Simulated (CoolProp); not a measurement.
R115 at 293.15 K and 0.238 MPa is compressed adiabatically to 0.477 MPa with isentropic efficiency 0.85. Each further row changes one setting.

Model: reference Helmholtz-energy equation of state, Lemmon 2016, in CoolProp.

```
case             work (kJ/kg)  final temperature (K)  final density (kg/m³)
---------------  ------------  ---------------------  ---------------------
as stated                   …                  313.1                   30.7
efficiency 1             10.6                      …                   31.1
efficiency 0.65             …                      …                   30.1
```

Question: Some entries are withheld; supply them.

Answer: 
- as stated, work (kJ/kg): 12.4
- efficiency 1, final temperature (K): 310.7
- efficiency 0.65, work (kJ/kg): 16.3
- efficiency 0.65, final temperature (K): 318.1
